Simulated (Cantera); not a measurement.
**Silicon etching in halogen gases: Si + F₂ + H₂ + CH₄**

A closed system holds: 1 mol Si, 9.6 mol F₂, 22 mol H₂, 0.0084 mol CH₄, held at 1330 Pa.

Method: chemical equilibrium by Gibbs-energy minimisation in Cantera with the NASA 1993 tables (ideal gas, pure condensed phases). Candidate condensed phases: C, C₆H₆, C₇H₈, C₈H₁₈, Si, SiC; 113 gas species. The tables' values for SiF₃, SiF₂ are old estimates; treat these amounts as uncertain. The numbers say what is thermodynamically allowed, not how fast it happens.

From 250 °C to 650 °C nothing is condensed. From 850 °C to 1450 °C the condensed part is C(graphite). The main Si-bearing gas is SiF₄ throughout.

```json
[
 {"T (°C)": "250", "x HF": "0.497", "x H₂": "0.470", "x SiF₄": "0.0327", "x SiF₃": "<1e-12", "x H": "<1e-12", "x CH₄": "0.000274", "x SiHF₃": "<1e-12", "n C(graphite)": "0"},
 {"T (°C)": "450", "x HF": "0.497", "x H₂": "0.470", "x SiF₄": "0.0327", "x SiF₃": "<1e-12", "x H": "<1e-12", "x CH₄": "0.000274", "x SiHF₃": "1.20e-10", "n C(graphite)": "0"},
 {"T (°C)": "650", "x HF": "0.497", "x H₂": "0.470", "x SiF₄": "0.0327", "x SiF₃": "4.12e-10", "x H": "1.45e-9", "x CH₄": "0.000274", "x SiHF₃": "1.70e-8", "n C(graphite)": "0"},
 {"T (°C)": "850", "x HF": "0.497", "x H₂": "0.471", "x SiF₄": "0.0327", "x SiF₃": "1.47e-7", "x H": "2.53e-7", "x CH₄": "8.67e-5", "x SiHF₃": "4.01e-7", "n C(graphite)": "0.00574"},
 {"T (°C)": "1050", "x HF": "0.496", "x H₂": "0.471", "x SiF₄": "0.0326", "x SiF₃": "8.64e-6", "x H": "9.42e-6", "x CH₄": "2.01e-5", "x SiHF₃": "3.59e-6", "n C(graphite)": "0.00776"},
 {"T (°C)": "1250", "x HF": "0.497", "x H₂": "0.471", "x SiF₄": "0.0325", "x SiF₃": "0.000170", "x H": "0.000137", "x CH₄": "6.80e-6", "x SiHF₃": "1.78e-5", "n C(graphite)": "0.00785"},
 {"T (°C)": "1450", "x HF": "0.497", "x H₂": "0.469", "x SiF₄": "0.0310", "x SiF₃": "0.00157", "x H": "0.00108", "x CH₄": "2.95e-6", "x SiHF₃": "5.75e-5", "n C(graphite)": "0.00570"}
]
```
x: gas mole fraction; n: condensed amount in mol.
